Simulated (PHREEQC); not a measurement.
Copper plating or etch bath

A solution holds 0.0072 mol Cu(BF4)2, 9e-05 mol H2SO4 and 4.9e-05 mol KCl per kg of water, at 25 °C. Closed to the air; pH follows from the charge balance.

Model: ion-association model, phreeqc.dat, run in PHREEQC.

Each row changes one thing in this solution. Precipitation was switched off in this run.

```json
[
 {"case": "as made", "pH": "2.87", "ionic strength (mol/kgw)": "0.0228", "BF4- (mol/kgw)": "0.0118", "HF (mol/kgw)": "0.00410", "F- (mol/kgw)": "0.00238", "H3BO3 (mol/kgw)": "0.00125", "SI of Sylvite (KCl)": "-9.65"},
 {"case": "temperature from 25 to 40 °C", "pH": "2.90", "ionic strength (mol/kgw)": "0.0226", "BF4- (mol/kgw)": "0.0114", "HF (mol/kgw)": "0.00522", "F- (mol/kgw)": "0.00248", "H3BO3 (mol/kgw)": "0.00150", "SI of Sylvite (KCl)": "-9.73"},
 {"case": "0.0027 mol/kgw LiOH added", "pH": "3.22", "ionic strength (mol/kgw)": "___", "BF4- (mol/kgw)": "___", "HF (mol/kgw)": "0.00323", "F- (mol/kgw)": "___", "H3BO3 (mol/kgw)": "0.00137", "SI of Sylvite (KCl)": "-9.66"},
 {"case": "H2SO4 from 9e-05 to 1.8e-05 mol/kgw", "pH": "2.89", "ionic strength (mol/kgw)": "0.0227", "BF4- (mol/kgw)": "0.0117", "HF (mol/kgw)": "0.00406", "F- (mol/kgw)": "0.00245", "H3BO3 (mol/kgw)": "0.00125", "SI of Sylvite (KCl)": "-9.65"},
 {"case": "0.00085 mol/kgw LiOH added", "pH": "2.98", "ionic strength (mol/kgw)": "0.0232", "BF4- (mol/kgw)": "0.0116", "HF (mol/kgw)": "0.00382", "F- (mol/kgw)": "0.00287", "H3BO3 (mol/kgw)": "0.00127", "SI of Sylvite (KCl)": "-9.66"},
 {"case": "Cu(BF4)2 from 0.0072 to 0.0036 mol/kgw", "pH": "2.93", "ionic strength (mol/kgw)": "0.0120", "BF4- (mol/kgw)": "0.00524", "HF (mol/kgw)": "0.00334", "F- (mol/kgw)": "0.00214", "H3BO3 (mol/kgw)": "0.00115", "SI of Sylvite (KCl)": "-9.62"},
 {"case": "diluted 100-fold with water", "pH": "3.58", "ionic strength (mol/kgw)": "0.000489", "BF4- (mol/kgw)": "1.39e-8", "HF (mol/kgw)": "0.000161", "F- (mol/kgw)": "0.000414", "H3BO3 (mol/kgw)": "0.000144", "SI of Sylvite (KCl)": "-13.54"},
 {"case": "diluted 10-fold with water", "pH": "3.10", "ionic strength (mol/kgw)": "0.00299", "BF4- (mol/kgw)": "___", "HF (mol/kgw)": "0.00184", "F- (mol/kgw)": "0.00162", "H3BO3 (mol/kgw)": "0.000815", "SI of Sylvite (KCl)": "___"}
]
```

Problem. What belongs in the gaps?

Solution. 
- 0.0027 mol/kgw LiOH added, ionic strength (mol/kgw): 0.0244
- 0.0027 mol/kgw LiOH added, BF4- (mol/kgw): 0.0112
- 0.0027 mol/kgw LiOH added, F- (mol/kgw): 0.00422
- diluted 10-fold with water, BF4- (mol/kgw): 0.000462
- diluted 10-fold with water, SI of Sylvite (KCl): -11.57

Away from 25 °C the constants follow the database's enthalpies or fits; those with neither stay at their 25 °C values. Real BF4- forms and hydrolyses slowly; the run takes it at equilibrium.
